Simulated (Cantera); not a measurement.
Reactions in the system H-N-O-Zr

Standard-state values (1 bar) from the NASA 1993 polynomials, evaluated with Cantera. Values are per mole of reaction as written; species without (g) are pure solids or liquids, kept so even where they would boil at 1 bar.

5 ZrO2 + 4 NH3(g) = 4 NO(g) + 5 Zr + 6 H2O(g)

```json
[
 {"T (K)": "1898", "ΔH° (kJ)": "4483.9", "ΔS° (J/K)": "1055.3", "ΔG° (kJ)": "2480.9", "log10 K": "-68.28", "condensed phases": "ZrO2(tetragonal), Zr(β)"},
 {"T (K)": "1948", "ΔH° (kJ)": "4482.0", "ΔS° (J/K)": "1054.3", "ΔG° (kJ)": "2428.2", "log10 K": "-65.11", "condensed phases": "ZrO2(tetragonal), Zr(β)"},
 {"T (K)": "1998", "ΔH° (kJ)": "4480.3", "ΔS° (J/K)": "1053.5", "ΔG° (kJ)": "2375.5", "log10 K": "-62.10", "condensed phases": "ZrO2(tetragonal), Zr(β)"},
 {"T (K)": "2048", "ΔH° (kJ)": "4478.8", "ΔS° (J/K)": "1052.7", "ΔG° (kJ)": "2322.8", "log10 K": "-59.24", "condensed phases": "ZrO2(tetragonal), Zr(β)"},
 {"T (K)": "2098", "ΔH° (kJ)": "4477.5", "ΔS° (J/K)": "1052.1", "ΔG° (kJ)": "2270.2", "log10 K": "-56.52", "condensed phases": "ZrO2(tetragonal), Zr(β)"},
 {"T (K)": "2148", "ΔH° (kJ)": "4581.6", "ΔS° (J/K)": "1101.1", "ΔG° (kJ)": "2216.5", "log10 K": "-53.90", "condensed phases": "ZrO2(tetragonal), Zr(l)"},
 {"T (K)": "2198", "ΔH° (kJ)": "4581.9", "ΔS° (J/K)": "1101.2", "ΔG° (kJ)": "2161.4", "log10 K": "-51.36", "condensed phases": "ZrO2(tetragonal), Zr(l)"},
 {"T (K)": "2248", "ΔH° (kJ)": "4582.3", "ΔS° (J/K)": "1101.4", "ΔG° (kJ)": "2106.4", "log10 K": "-48.94", "condensed phases": "ZrO2(tetragonal), Zr(l)"}
]
```
